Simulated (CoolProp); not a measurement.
100 sccm (0 °C, 1 atm) of nitrogen bubbles through liquid o-xylene at 305.1 K and leaves saturated at a total pressure of 0.0133 MPa (ideal gas phase). Each further row changes one setting.

Values from CoolProp's reference Helmholtz-energy equation of state, Zhou 2012.

```csv
case,vapour pressure (kPa),mole fraction of vapour,delivery (mg/min),delivery (sccm),change of delivery for a bath 1 K warmer (%)
as stated,1.33,0.100,52.8,11.1,6.4
bath temperature 310.1 K,1.75,0.132,71.9,15.2,6.4
total pressure 0.0266 MPa,1.33,0.0501,25.0,5.28,6.0
```
